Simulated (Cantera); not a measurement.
# Titanium nitride, carbide and oxide coatings: TiCl4 + O2 + H2

Charge: 1 mol TiCl4, 3.7 mol O2, 55 mol H2, held at 14.0 Pa.

Equilibrium computed with Cantera from the NASA thermochemical tables; the gas is ideal and each condensed phase is pure. Candidate condensed phases: H2O, Ti, TiCl2, TiCl3, TiCl4, TiO, TiO2, Ti2O3, Ti3O5, Ti4O7; 23 gas species. Condensed phases not in the tables: Magnéli phases beyond Ti4O7, TiOCl. The numbers say what is thermodynamically allowed, not how fast it happens.

```json
[
 {"T (K)": "1000", "x H2": "0.835", "x H": "1.75e-7", "x H2O": "0.0947", "x HCl": "0.0702", "x Cl": "1.37e-8", "x TiO2": "<1e-12", "n TiO2(rutile)": "1.00", "n Ti4O7(s)": "0", "n Ti4O7(l)": "0"},
 {"T (K)": "1100", "x H2": "0.835", "x H": "2.00e-6", "x H2O": "0.0947", "x HCl": "0.0702", "x Cl": "1.50e-7", "x TiO2": "<1e-12", "n TiO2(rutile)": "1.00", "n Ti4O7(s)": "0", "n Ti4O7(l)": "0"},
 {"T (K)": "1200", "x H2": "0.835", "x H": "1.52e-5", "x H2O": "0.0947", "x HCl": "0.0702", "x Cl": "1.11e-6", "x TiO2": "<1e-12", "n TiO2(rutile)": "1.00", "n Ti4O7(s)": "0", "n Ti4O7(l)": "0"},
 {"T (K)": "1300", "x H2": "0.835", "x H": "8.54e-5", "x H2O": "0.0947", "x HCl": "0.0702", "x Cl": "6.06e-6", "x TiO2": "3.43e-12", "n TiO2(rutile)": "1.00", "n Ti4O7(s)": "0", "n Ti4O7(l)": "0"},
 {"T (K)": "1400", "x H2": "0.835", "x H": "0.000376", "x H2O": "0.0947", "x HCl": "0.0701", "x Cl": "2.60e-5", "x TiO2": "2.07e-10", "n TiO2(rutile)": "1.00", "n Ti4O7(s)": "0", "n Ti4O7(l)": "0"},
 {"T (K)": "1500", "x H2": "0.834", "x H": "0.00136", "x H2O": "0.0947", "x HCl": "0.0700", "x Cl": "9.20e-5", "x TiO2": "7.15e-9", "n TiO2(rutile)": "1.00", "n Ti4O7(s)": "0", "n Ti4O7(l)": "0"},
 {"T (K)": "1600", "x H2": "0.831", "x H": "0.00419", "x H2O": "0.0945", "x HCl": "0.0697", "x Cl": "0.000278", "x TiO2": "1.57e-7", "n TiO2(rutile)": "1.000", "n Ti4O7(s)": "0", "n Ti4O7(l)": "0"},
 {"T (K)": "1700", "x H2": "0.825", "x H": "0.0113", "x H2O": "0.0941", "x HCl": "0.0690", "x Cl": "0.000736", "x TiO2": "2.37e-6", "n TiO2(rutile)": "1.000", "n Ti4O7(s)": "0", "n Ti4O7(l)": "0"},
 {"T (K)": "1800", "x H2": "0.810", "x H": "0.0272", "x H2O": "0.0931", "x HCl": "0.0674", "x Cl": "0.00173", "x TiO2": "2.63e-5", "n TiO2(rutile)": "0.998", "n Ti4O7(s)": "0", "n Ti4O7(l)": "0"},
 {"T (K)": "1900", "x H2": "0.777", "x H": "0.0591", "x H2O": "0.0953", "x HCl": "0.0642", "x Cl": "0.00369", "x TiO2": "0.000207", "n TiO2(rutile)": "0", "n Ti4O7(s)": "0.247", "n Ti4O7(l)": "0"},
 {"T (K)": "2000", "x H2": "0.724", "x H": "0.117", "x H2O": "0.0909", "x HCl": "0.0586", "x Cl": "0.00705", "x TiO2": "0.00117", "n TiO2(rutile)": "0", "n Ti4O7(s)": "0", "n Ti4O7(l)": "0.230"},
 {"T (K)": "2100", "x H2": "0.636", "x H": "0.210", "x H2O": "0.0825", "x HCl": "0.0497", "x Cl": "0.0121", "x TiO2": "0.00509", "n TiO2(rutile)": "0", "n Ti4O7(s)": "0", "n Ti4O7(l)": "0.156"},
 {"T (K)": "2200", "x H2": "0.512", "x H": "0.340", "x H2O": "0.0684", "x HCl": "0.0378", "x Cl": "0.0183", "x TiO2": "0.0119", "n TiO2(rutile)": "0", "n Ti4O7(s)": "0", "n Ti4O7(l)": "0"}
]
```
x: gas mole fraction; n: condensed amount in mol.

From 1000 K to 1800 K the condensed part is TiO2(rutile). At 1900 K the condensed part is Ti4O7(s). From 2000 K to 2100 K the condensed part is Ti4O7(l). At 2200 K nothing is condensed.
